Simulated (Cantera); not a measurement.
An isothermal, constant-pressure homogeneous reactor starts with H2 : O2 = 0.0057 : 1 (molar parts), equivalence ratio 0.0029, at 1348 K and 1.05 Torr. Integrator tolerance rtol = 1e-08.

Cantera simulation using the H2/O2 subset of GRI-Mech 3.0, which has no nitrogen chemistry; the numbers are that mechanism's predictions, not measurements. Radical loss at walls, strong at low pressure, is not modelled.

### Question
What does this change do: 0.056 parts H2O added?

### Answer
```tsv
quantity	before	after
x(H2) at 2.00 s	1.28e-5 (gas-phase equilibrium 3.02e-8)	9.97e-5 (gas-phase equilibrium 3.19e-7)
x(O2) at 2.00 s	0.989 (gas-phase equilibrium 0.994)	0.937 (gas-phase equilibrium 0.942)
x(OH) at 2.00 s	0.000672 (gas-phase equilibrium 3.27e-5)	0.00182 (gas-phase equilibrium 0.000103)
x(HO2) at 2.00 s	3.02e-8 (gas-phase equilibrium 8.59e-9)	9.53e-8 (gas-phase equilibrium 2.64e-8)
x(H2O2) at 2.00 s	7.30e-10 (gas-phase equilibrium 1.65e-11)	4.02e-9 (gas-phase equilibrium 1.65e-10)
x(O) at 2.00 s	0.00497 (gas-phase equilibrium 1.09e-5)	0.00338 (gas-phase equilibrium 1.07e-5)
```
